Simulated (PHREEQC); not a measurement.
Solution (25 °C): 24 mmol/kgw HBr and 87 mmol/kgw CaCl2. Closed to the air; pH follows from the charge balance.

Model: ion-association model, phreeqc.dat, run in PHREEQC.

```
Quantity                     Result
--------------------  -------------
pH                             1.73
ionic strength        0.285 mol/kgw
specific conductance    23900 µS/cm
density                 1.006 g/cm³
total alkalinity       -24.0 meq/kg
```

```csv
species,molality,activity,log γ
Cl-,0.174,0.120,-0.162
Ca+2,0.0870,0.0255,-0.533
H+,0.0240,0.0188,-0.106
Br-,0.0240,0.0159,-0.178
```

This is a speciation only: nothing precipitates in the calculation. Complexes and solids missing from the database can't appear.
